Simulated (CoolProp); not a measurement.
Saturation properties of toluene (Tc = 591.7 K, pc = 4.126 MPa, ω = 0.266).

The numbers come from the reference Helmholtz-energy equation of state, Lemmon 2006 in CoolProp. It is a short technical equation, of lower accuracy than the large ones.

```csv
T (K),p (MPa),vapour density (kg/m³),enthalpy of vaporisation (kJ/kg),liquid cp (kJ/(kg K)),surface tension (mN/m)
292.8,0.002864,0.1087,416.0,1.684,28.6
309.2,…,0.2366,406.3,1.737,26.6
325.7,0.01369,0.4702,396.6,1.793,…
342.2,0.02625,0.8634,386.7,1.850,…
358.7,0.04691,1.484,376.7,1.910,20.7
375.2,0.07898,2.415,…,1.971,18.8
391.7,…,…,355.4,2.033,17.0
408.2,0.1934,…,344.0,2.098,15.2
```

Task: What belongs in the gaps?

Result: 
- 309.2, p (MPa): 0.006564
- 325.7, surface tension (mN/m): 24.6
- 342.2, surface tension (mN/m): 22.6
- 375.2, enthalpy of vaporisation (kJ/kg): 366.3
- 391.7, p (MPa): 0.1263
- 391.7, vapour density (kg/m³): 3.751
- 408.2, vapour density (kg/m³): 5.608

It boils at 383.7 K under 1 atm.

Surface tension comes from a separate correlation (Mulero 2012).
